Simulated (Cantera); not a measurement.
An isothermal, constant-pressure homogeneous reactor starts with 45.8 % H2, 35.2 % O2, 19.0 % N2, equivalence ratio 0.65, at 823 K and 0.132 atm.

Detailed kinetics in Cantera: the H2/O2 subset of GRI-Mech 3.0, which has no nitrogen chemistry. Radical loss at walls, strong at low pressure, is not modelled. Below about 950 K walls govern HO2 and H2O2 in real vessels. The temperature is held fixed by assumption; the heat of reaction is taken as removed at once.

x: mole fraction; the columns are a selection and need not sum to one.

| t (s) | x H2 | x O2 | x H2O2 | x H | x HO2 |
|---|---|---|---|---|---|
| 5.00e-5 | 0.458 | 0.352 | <1e-12 | 1.97e-12 | 2.61e-12 |
| 0.000307 | 0.458 | 0.352 | <1e-12 | 1.56e-11 | 3.32e-11 |
| 0.00188 | 0.458 | 0.352 | 5.63e-12 | … | 4.09e-9 |
| 0.0115 | 0.297 | 0.285 | 4.44e-5 | … | 8.17e-5 |
| 0.0707 | 0.297 | 0.285 | 8.53e-5 | 6.17e-9 | 8.49e-6 |
| 0.434 | 0.297 | 0.285 | 0.000101 | 6.59e-9 | 6.89e-6 |
| 2.66 | 0.297 | 0.284 | 0.000228 | … | 1.01e-5 |
| 16.3 | 0.281 | 0.277 | 0.00124 | … | 2.20e-5 |
| 100 | 0.154 | 0.224 | 0.000963 | … | 1.95e-5 |

Task: Fill in the missing entries.

Result: 
- 0.00188, x H: 1.03e-9
- 0.0115, x H: 4.71e-8
- 2.66, x H: 1.38e-8
- 16.3, x H: 6.30e-8
- 100, x H: 3.95e-8
